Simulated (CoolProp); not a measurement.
Diethyl ether along the isobar 39.4 bar: fugacity coefficient from the reference equation and from simpler models built on Tc = 194.7 °C, pc = 37.17 bar, ω = 0.282; each cubic takes its own stable root.

Values from CoolProp's reference Helmholtz-energy equation of state, Thol 2014.

```csv
T (°C),phase,reference
23.35,liquid,0.01939
51.25,liquid,0.04924
79.25,liquid,0.1036
107.15,liquid,0.1880
135.15,liquid,0.3043
163.05,liquid,0.4473
191.05,liquid,0.6050
218.95,supercritical,0.7042
246.95,supercritical,0.7608
274.85,supercritical,0.8036
```

How far does each simpler model (van der Waals, Redlich-Kwong, Soave-Redlich-Kwong, Peng-Robinson) lie from the reference over these 10 states: mean and median of the absolute difference, and the worst?


- van der Waals: mean 119.6 %, median 37.9 %, worst +559.6 % at 23.35 °C and 39.4 bar
- Redlich-Kwong: mean 28.2 %, median 14.7 %, worst +98.6 % at 23.35 °C and 39.4 bar
- Soave-Redlich-Kwong: mean 2.1 %, median 2.1 %, worst +3.7 % at 135.15 °C and 39.4 bar
- Peng-Robinson: mean 1.0 %, median 0.5 %, worst -2.5 % at 246.95 °C and 39.4 bar
